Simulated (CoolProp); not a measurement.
Vapour-liquid equilibrium of acetone (1) + benzene (2) at 285.5 K; x and y are mole fractions of (1).

Computed with CoolProp (multi-fluid Helmholtz-energy mixture model, Lemmon 2006 and Thol 2012; pair parameters Bell 2016).

| x | bubble pressure (kPa) | y at the bubble point | dew pressure at overall composition x (kPa) | liquid density (mol/L) |
|---|---|---|---|---|
| 0.05 | 7.873 | 0.170 | … | 11.44 |
| 0.2 | 10.27 | 0.452 | 8.078 | … |
| 0.35 | 12.05 | … | 9.277 | 12.04 |
| 0.5 | 13.49 | 0.710 | 10.80 | 12.38 |
| 0.65 | 14.74 | 0.799 | 12.67 | 12.75 |
| 0.8 | … | … | 14.76 | … |
| 0.95 | 16.96 | 0.970 | 16.73 | 13.59 |

**Question.** What belongs in the gaps?

**Answer.** 
- 0.05, dew pressure at overall composition x (kPa): 7.131
- 0.2, liquid density (mol/L): 11.73
- 0.35, y at the bubble point: 0.603
- 0.8, bubble pressure (kPa): 15.89
- 0.8, y at the bubble point: 0.883
- 0.8, liquid density (mol/L): 13.15

No azeotrope shows between x = 0.05 and 0.95.

Pair parameters are fitted to limited data, so mixtures are less certain than the pure fluids.
